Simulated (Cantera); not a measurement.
What does this Cantera script print?

```python
import numpy as np
import cantera as ct

gas = ct.Solution("SiF4_NH3_mec.yaml", "gas")
gas.TPX = 2100, 13332, {'NH3': 1, 'H2': 5.9}
inlet = ct.Reservoir(gas, clone=True)

reactor = ct.IdealGasConstPressureReactor(gas, energy="off", clone=False)
exhaust = ct.Reservoir(gas, clone=True)
tau = [13, 4.6, 1.6, 0.57, 0.2, 0.069, 0.024, 0.0084, 0.0029][0]
for a, b in ((inlet, reactor), (reactor, exhaust)):
    ct.MassFlowController(a, b, mdot=lambda t: reactor.mass / tau)
net = ct.ReactorNet([reactor])
show = ['NH3', 'H2', 'N', 'NH2', 'NH', 'N2', 'H']

rows = []
print(f"{'tau/s':>10s}{'T/K':>9s}" + "".join(f"{s:>11s}" for s in show))
for tau in [13, 4.6, 1.6, 0.57, 0.2, 0.069, 0.024, 0.0084, 0.0029]:
    net.initial_time = 0.0
    net.advance(30 * tau)
    before = gas.X
    net.advance(40 * tau)
    drift = np.max(np.abs(gas.X - before) / (gas.X + 1e-9))
    rows.append([gas.T, *gas[show].X, drift])
    print(f"{tau:10.3e}{gas.T:9.1f}" + "".join(f"{x:11.3e}" for x in gas[show].X))
```

Result:

```
     tau/s      T/K        NH3         H2          N        NH2         NH         N2          H
 1.300e+01   2100.0  6.484e-04  9.290e-01  2.387e-06  1.596e-05  3.750e-06  6.276e-02  7.607e-03
 4.600e+00   2100.0  1.460e-03  9.296e-01  3.242e-06  3.039e-05  6.030e-06  6.243e-02  6.438e-03
 1.600e+00   2100.0  5.401e-03  9.297e-01  2.934e-06  7.043e-05  8.731e-06  6.077e-02  4.034e-03
 5.700e-01   2100.0  1.958e-02  9.233e-01  2.265e-06  1.530e-04  1.131e-05  5.459e-02  2.400e-03
 2.000e-01   2100.0  4.864e-02  9.075e-01  2.027e-06  2.717e-04  1.426e-05  4.186e-02  1.687e-03
 6.900e-02   2100.0  8.747e-02  8.859e-01  1.917e-06  3.965e-04  1.675e-05  2.485e-02  1.337e-03
 2.400e-02   2100.0  1.186e-01  8.685e-01  1.810e-06  4.783e-04  1.788e-05  1.122e-02  1.166e-03
 8.400e-03   2100.0  1.351e-01  8.593e-01  1.609e-06  5.021e-04  1.727e-05  4.014e-03  1.063e-03
 2.900e-03   2100.0  1.419e-01  8.556e-01  1.142e-06  4.622e-04  1.397e-05  1.046e-03  9.272e-04
```

Computed with Cantera and the gas-phase N/H chemistry of the illustrative SiF4/NH3 mechanism in the Surface Chemkin manual (1991). Walls and surfaces, which speed up NH3 decomposition in real reactors, are not modelled.
